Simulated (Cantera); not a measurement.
Feed: 1 mol Si2Cl6, 5 mol NH3, 90 mol N2, held at 0.0555 Torr.

Equilibrium computed with Cantera from the NASA thermochemical tables; the gas is ideal and each condensed phase is pure. Candidate condensed phases: NH4Cl, Si, Si3N4; 28 gas species. The feed counts by its element totals alone. The tables' values for SiCl, SiCl3 are old estimates; treat these amounts as uncertain. The numbers say what is thermodynamically allowed, not how fast it happens. All values below are at 1275 °C.

Base state: N2 0.897, H2 0.0623, HCl 0.0201, SiCl2 0.0189, H 0.000893, Si 0.000377, Cl 0.000230, SiCl 0.000128 (mole fractions); condensed: gas only.

### Question
What changes in the equilibrium state with this change: Si2Cl6 replaced by SiCl4?

### Answer
```
species    before     after
-------  --------  --------
N2          0.897     0.906
H2         0.0623    0.0631
HCl        0.0201    0.0198
SiCl2      0.0189   0.00952
SiCl3     2.41e-5   1.19e-5
SiCl     0.000128   6.57e-5
Si       0.000377  0.000197
Cl       0.000230  0.000226
H        0.000893  0.000899
```
